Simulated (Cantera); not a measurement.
A Cantera script and what it prints.

```python
import numpy as np
import cantera as ct

gas_names = [...]  # 130 gases of nasa_gas.yaml made of C, H, Mg, O, S
cond_names = """
    C(gr) C6H6(L) C7H8(L) C8H18(L),n-octa H2O(s) H2O(L) H2SO4(L) Mg(cr) Mg(L) MgCO3(s) MgO(s) MgO(L)
    MgO2H2(s) MgS(s) MgSO4(s) MgSO4(L) S(cr1) S(cr2) S(L)
""".split()


# ... load() reads the species with a 1 bar reference pressure and builds the phases ...
atoms = {
    'MgCO3': {'Mg': 1, 'C': 1, 'O': 3},
    'H2S': {'H': 2, 'S': 1},
    'H2O': {'H': 2, 'O': 1},
}
top_T = {'C(gr)': 4500, 'MgS(s)': 2250}  # K; cautious upper limits of use, not melting points


# ... equilibrate(T, P, feed) seeds the gas with the atoms and calls Mixture.equilibrate('TP', solver="vcs", rtol=1e-11, max_steps=5000) ...
results = []
T = 1748.15  # K
P = 240000  # Pa
for m in [0.053, 0.098, 0.18, 0.34, 0.63, 1.2, 2.2, 4]:
    feed = {'MgCO3': 1, 'H2S': m, 'H2O': 0.046}  # mol
    mix = equilibrate(T, P, feed)
    results.append((T, P, feed, dict(zip(mix.species_names, mix.species_moles))))

top = {s: max(r[3][s] / sum(r[3][g] for g in gas_names) for r in results) for s in gas_names}
cols = sorted((s for s in top if top[s] > 0.001), key=lambda s: -top[s])[:6]
seen = [c for c in cond_names if any(r[3].get(c, 0) > 1e-12 for r in results)]
print("log10 of partial pressures in bar; condensed amounts in mol")
print(f"{'n(H2S)':>10s}" + "".join(f"{s[:9]:>10s}" for s in cols + seen))
for T, P, feed, n in results:
    ng = sum(n[g] for g in gas_names)
    print(f"{feed['H2S']:10.4g}" + "".join(f"{np.log10(max(n[s] / ng * P / 1e5, 1e-99)):10.3f}" for s in cols)
          + "".join(f"{n.get(c, 0):10.4g}" for c in seen))
```

It prints:

```
log10 of partial pressures in bar; condensed amounts in mol
    n(H2S)       CO2        H2        CO       H2O       H2S        S2    MgO(s)
     0.053     0.248    -2.014    -0.501    -0.707    -3.511    -3.218         1
     0.098     0.168    -1.646    -0.326    -0.595    -2.477    -1.886         1
      0.18     0.077    -1.349    -0.245    -0.469    -1.831    -1.189         1
      0.34    -0.049    -1.063    -0.210    -0.344    -1.346    -0.790         1
      0.63    -0.233    -0.794    -0.208    -0.260    -0.960    -0.557         1
       1.2    -0.521    -0.533    -0.248    -0.248    -0.631    -0.420         1
       2.2    -0.887    -0.335    -0.342    -0.322    -0.402    -0.359         1
         4    -1.314    -0.201    -0.492    -0.464    -0.255    -0.333         1
```

These are equilibrium values from Cantera (NASA tables, ideal gas, pure condensed phases), not measurements of a reactor.
